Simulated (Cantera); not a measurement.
Charge: 1 mol CO2, 0.35 mol O2, held at 75.0 Torr.

Method: chemical equilibrium by Gibbs-energy minimisation in Cantera with the NASA 1993 tables (ideal gas, pure condensed phases). Candidate condensed phases: C; 12 gas species. Rates play no part.

### Question
At 2125 K, list the 4 most abundant gas species with their mole fractions, and the condensed phases.

### Answer
CO2 0.718, O2 0.263, CO 0.0156, O 0.00268. Condensed: gas only.
